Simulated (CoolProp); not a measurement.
Properties of sulfur hexafluoride along the isobar 0.101 MPa (Tc = 318.7 K, pc = 3.755 MPa, ω = 0.210).

Model: reference Helmholtz-energy equation of state, Guder 2009, in CoolProp.

```json
[
 {"T (K)": "273.6", "phase": "gas", "speed of sound (m/s)": "129.3", "fugacity coefficient": "0.9852"},
 {"T (K)": "304.8", "phase": "gas", "speed of sound (m/s)": "136.5", "fugacity coefficient": "0.9896"},
 {"T (K)": "336", "phase": "gas", "speed of sound (m/s)": "143.2", "fugacity coefficient": "0.9925"},
 {"T (K)": "367.2", "phase": "gas", "speed of sound (m/s)": "…", "fugacity coefficient": "0.9944"},
 {"T (K)": "398.4", "phase": "gas", "speed of sound (m/s)": "155.8", "fugacity coefficient": "0.9958"},
 {"T (K)": "429.6", "phase": "gas", "speed of sound (m/s)": "…", "fugacity coefficient": "0.9969"},
 {"T (K)": "460.8", "phase": "gas", "speed of sound (m/s)": "…", "fugacity coefficient": "0.9976"},
 {"T (K)": "492.1", "phase": "gas", "speed of sound (m/s)": "172.9", "fugacity coefficient": "0.9982"},
 {"T (K)": "523.3", "phase": "gas", "speed of sound (m/s)": "178.2", "fugacity coefficient": "0.9987"},
 {"T (K)": "554.5", "phase": "gas", "speed of sound (m/s)": "183.4", "fugacity coefficient": "0.9990"},
 {"T (K)": "585.7", "phase": "gas", "speed of sound (m/s)": "188.4", "fugacity coefficient": "0.9993"}
]
```

### Question
What belongs in the gaps?

### Answer

- 367.2, speed of sound (m/s): 149.6
- 429.6, speed of sound (m/s): 161.7
- 460.8, speed of sound (m/s): 167.4
